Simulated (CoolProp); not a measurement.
A single-stage vapour-compression cycle with ammonia: evaporating at 225.15 K (dew point), condensing at 258.15 K (bubble point), superheat 0 K, subcooling 5 K, compressor efficiency 0.6, no pressure losses. Each further row changes one setting.

The numbers come from the reference Helmholtz-energy equation of state, Gao 2020 in CoolProp.

```
case                              cooling COP  pressure ratio  discharge temperature (K)  refrigerating effect (kJ/kg)  volumetric capacity (kJ/m³)
--------------------------------  -----------  --------------  -------------------------  ----------------------------  ---------------------------
as stated                                 ___            5.15                      394.6                          1290                          546
evaporating temperature 230.15 K          ___            3.88                        ___                          1290                          ___
condensing temperature 253.15 K          4.29             ___                      369.5                          1310                          555
subcooling 10 K                          3.63            5.15                      394.6                          1310                          555
superheat 10 K                            ___            5.15                        ___                          1310                          ___
compressor efficiency 0.5                2.97            5.15                      425.7                          1290                          546
```

Problem. Fill in the missing entries.

Solution. 
- as stated, cooling COP: 3.56
- evaporating temperature 230.15 K, cooling COP: 4.41
- evaporating temperature 230.15 K, discharge temperature (K): 368.6
- evaporating temperature 230.15 K, volumetric capacity (kJ/m³): 715
- condensing temperature 253.15 K, pressure ratio: 4.14
- superheat 10 K, cooling COP: 3.46
- superheat 10 K, discharge temperature (K): 411.2
- superheat 10 K, volumetric capacity (kJ/m³): 530
